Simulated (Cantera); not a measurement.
What does this Cantera script print?

```python
import numpy as np
import cantera as ct

gas_names = """
    H H2 Si SiH SiH2 SiH3 SiH4 Si2 Si3
""".split()
cond_names = """
    Si(cr) Si(L)
""".split()


# ... load() reads the species with a 1 bar reference pressure and builds the phases ...
atoms = {
    'Si': {'Si': 1},
    'H2': {'H': 2},
}
top_T = {}  # K; cautious upper limits of use, not melting points


# ... equilibrate(T, P, feed) seeds the gas with the atoms and calls Mixture.equilibrate('TP', solver="vcs", rtol=1e-11, max_steps=5000) ...
results = []
feed = {'Si': 1, 'H2': 0.79}  # mol
T = 1500  # K
P = 10000  # Pa
mix = equilibrate(T, P, feed)
results.append((T, P, feed, dict(zip(mix.species_names, mix.species_moles))))
print(gas.report(threshold=1e-05))
for i in range(1, mix.n_phases):
    print(f"{mix.phase(i).name:16s} {mix.phase_moles(i):12.5e} mol")
```

Output:

```
       temperature   1500 K
          pressure   10000 Pa
           density   0.0016165 kg/m^3
  mean mol. weight   2.016 kg/kmol
   phase of matter   gas

                          1 kg             1 kmol
                     ---------------   ---------------
          enthalpy        1.8029e+07        3.6346e+07  J
   internal energy        1.1842e+07        2.3874e+07  J
           entropy             98236        1.9804e+05  J/K
    Gibbs function       -1.2933e+08       -2.6072e+08  J
 heat capacity c_p             16051             32358  J/K
 heat capacity c_v             11927             24044  J/K

                      mass frac. Y      mole frac. X     chem. pot. / RT
                     ---------------   ---------------   ---------------
                 H        2.7832e-05        5.5663e-05           -10.453
                H2           0.99995           0.99994           -20.905
     [   +7 minor]        2.7078e-05         1.817e-06

Si(cr)            9.99999e-01 mol
```

Cantera equilibrium calculation (NASA polynomials, part measured and part estimated; ideal gas, pure solids and liquids).
